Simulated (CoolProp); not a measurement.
Model: reference Helmholtz-energy equation of state, Span 2000, in CoolProp.

For nitrogen, give the phase and the Prandtl number at 464.6 K and 1150 kPa; 732 K and 26.6 kPa.


- 464.6 K and 1150 kPa: gas; Prandtl number 0.707
- 732 K and 26.6 kPa: gas; Prandtl number 0.719

Viscosity comes from a separate model (Lemmon 2004). Thermal conductivity comes from a separate model (Lemmon 2004).
